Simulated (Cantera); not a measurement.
Feed: 1 mol B2H6, a varied amount of H2O, at 1502 °C and 11.0 mbar.

Equilibrium computed with Cantera from the NASA thermochemical tables; the gas is ideal and each condensed phase is pure. Candidate condensed phases: B, B2O3, B3O3H3, H2O; 23 gas species. The feed counts by its element totals alone. Kinetics and transport are ignored.

Task: At 6.9 mol H2O, list the 4 most abundant gas species with their mole fractions, and the condensed phases.

Result: H2 0.548, H2O 0.274, HBO2 0.168, B2O3 0.00722. Condensed: gas only.
